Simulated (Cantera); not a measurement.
Cantera run, input and output.

```python
import numpy as np
import cantera as ct

gas = ct.Solution("h2o2.yaml")
gas.TPX = 500, 500000, {'H2': 1, 'O2': 0.208, 'N2': 0.854}
flame = ct.FreeFlame(gas, width=0.013)
flame.set_refine_criteria(ratio=3, slope=0.08, curve=0.16)
flame.transport_model = "mixture-averaged"
flame.solve(loglevel=0, auto=True)
flame.transport_model = "multicomponent"
flame.soret_enabled = True
flame.solve(loglevel=0, refine_grid=True)
z, T = flame.grid, flame.T
thick = (T[-1] - T[0]) / np.gradient(T, z).max()
show = ['H2', 'O2', 'H2O2', 'H', 'HO2', 'OH']
print(f"laminar burning velocity  {flame.velocity[0] * 100:.3f} cm/s")
print(f"burnt temperature         {T[-1]:.1f} K")
print(f"thermal thickness         {thick * 1e3:.4f} mm")
print(f"grid points               {len(z)}")
z0 = z[flame.heat_release_rate.argmax()]
print(f"{'z/mm':>9s}{'T/K':>9s}{'u/(m/s)':>9s}" + "".join(f"{s:>11s}" for s in show))
rows = []
for k in (-3, -2, -1.5, -1, -0.5, -0.25, 0, 0.25, 0.5, 1, 2, 4, 8):
    zz = z0 + k * thick
    rows.append([k * thick, np.interp(zz, z, T), np.interp(zz, z, flame.velocity),
                 *(np.interp(zz, z, flame.X[gas.species_index(s)]) for s in show)])
    print(f"{rows[-1][0] * 1e3:9.3f}{rows[-1][1]:9.1f}{rows[-1][2]:9.3f}" + "".join(f"{x:11.3e}" for x in rows[-1][3:]))
```

Result:

```
laminar burning velocity  524.283 cm/s
burnt temperature         2052.3 K
thermal thickness         0.0552 mm
grid points               110
     z/mm      T/K  u/(m/s)         H2         O2       H2O2          H        HO2         OH
   -0.166    500.0    5.243  4.850e-01  1.009e-01  1.298e-11  4.940e-14  3.152e-10  9.122e-14
   -0.110    500.0    5.242  4.848e-01  1.009e-01  6.230e-10  2.706e-12  1.442e-08  4.925e-12
   -0.083    500.3    5.239  4.842e-01  1.010e-01  9.003e-09  3.665e-11  2.036e-07  6.570e-11
   -0.055    502.7    5.232  4.805e-01  1.018e-01  1.959e-07  1.641e-09  4.330e-06  1.783e-09
   -0.028    588.1    5.807  4.465e-01  1.060e-01  3.361e-05  8.680e-05  6.316e-04  6.637e-05
   -0.014    891.1    8.579  4.131e-01  9.496e-02  6.457e-05  3.280e-03  6.255e-04  6.449e-04
    0.000   1260.9   12.057  3.673e-01  6.595e-02  1.877e-05  1.600e-02  2.815e-04  1.123e-03
    0.014   1517.6   14.504  3.209e-01  3.253e-02  2.994e-06  3.142e-02  1.240e-04  1.765e-03
    0.028   1655.2   15.815  2.954e-01  1.262e-02  1.249e-06  3.896e-02  4.637e-05  1.938e-03
    0.055   1770.9   16.880  2.854e-01  1.747e-03  4.883e-07  3.776e-02  6.073e-06  1.870e-03
    0.110   1860.0   17.654  2.903e-01  1.067e-04  2.178e-07  2.853e-02  4.100e-07  1.637e-03
    0.221   1933.0   18.267  2.970e-01  2.077e-05  1.022e-07  1.880e-02  1.107e-07  1.236e-03
    0.442   1985.2   18.692  3.020e-01  7.972e-06  4.370e-08  1.140e-02  4.649e-08  8.204e-04
```

Detailed kinetics in Cantera: the H2/O2 subset of GRI-Mech 3.0, which has no nitrogen chemistry. The hydrogen kinetics of GRI-Mech 3.0 are dated; newer H2 mechanisms differ, most at raised pressure. Burning velocities carry a grid error of a few per cent, more on coarse grids.
